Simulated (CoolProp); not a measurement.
Properties of carbon dioxide along the isotherm 318.8 K (Tc = 304.1 K, pc = 73.77 bar, ω = 0.224).

Model: reference Helmholtz-energy equation of state, Span 1996, in CoolProp.

```
p (bar)          phase  cp (kJ/(kg K))  cv (kJ/(kg K))  conductivity (mW/(m K))  fugacity coefficient
-------  -------------  --------------  --------------  -----------------------  --------------------
7.38               gas          0.9073          0.6900                     18.6                0.9708
14.8               gas          0.9570          0.7050                     19.1                0.9418
22.1               gas           1.015          0.7209                     19.6                0.9136
29.5               gas           1.086          0.7383                     20.3                0.8852
36.9               gas           1.173          0.7576                     21.2                0.8571
44.3               gas           1.284          0.7790                     22.2                0.8291
51.6               gas           1.428          0.8029                     23.5                0.8017
59                 gas           1.628          0.8309                     25.3                0.7739
66.4               gas           1.921          0.8642                     27.8                0.7461
73.8     supercritical           2.392          0.9051                     31.5                0.7183
81.2     supercritical           3.243          0.9568                     37.2                0.6901
88.5     supercritical           4.983           1.020                     46.6                0.6617
95.9     supercritical           7.901           1.070                     60.0                0.6321
103      supercritical           7.251           1.048                     66.3                0.6035
111      supercritical           5.217           1.005                     68.6                0.5734
```

The peak of cp marks the crossing from liquid-like to gas-like fluid above the critical point.

Thermal conductivity comes from a separate model (Huber 2016).
